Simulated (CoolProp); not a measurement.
Vapour pressure (bar) of chlorine: the reference equation beside estimates from Tc = 416.9 K, pc = 76.42 bar, ω = 0.070.

Model: reference Helmholtz-energy equation of state, Thol 2021, in CoolProp.

```json
[
 {"T (K)": "264.4", "reference": "2.734", "Lee-Kesler": "2.764", "van der Waals": "9.081"},
 {"T (K)": "276.3", "reference": "4.077", "Lee-Kesler": "4.100", "van der Waals": "11.53"},
 {"T (K)": "288.1", "reference": "5.847", "Lee-Kesler": "5.854", "van der Waals": "14.35"},
 {"T (K)": "300", "reference": "8.154", "Lee-Kesler": "8.131", "van der Waals": "17.62"},
 {"T (K)": "311.8", "reference": "11.04", "Lee-Kesler": "10.97", "van der Waals": "21.30"},
 {"T (K)": "323.7", "reference": "14.64", "Lee-Kesler": "14.50", "van der Waals": "25.49"},
 {"T (K)": "335.6", "reference": "19.01", "Lee-Kesler": "18.78", "van der Waals": "30.16"},
 {"T (K)": "347.4", "reference": "24.18", "Lee-Kesler": "23.85", "van der Waals": "35.30"},
 {"T (K)": "359.3", "reference": "30.33", "Lee-Kesler": "29.88", "van der Waals": "41.00"},
 {"T (K)": "371.1", "reference": "37.44", "Lee-Kesler": "36.90", "van der Waals": "47.18"},
 {"T (K)": "383", "reference": "45.70", "Lee-Kesler": "45.13", "van der Waals": "53.97"},
 {"T (K)": "394.8", "reference": "55.08", "Lee-Kesler": "54.59", "van der Waals": "61.26"}
]
```

Absolute difference from the reference over all 12 rows, mean and median: Lee-Kesler 0.9 and 1.0 %, van der Waals 86.6 and 66.4 %.
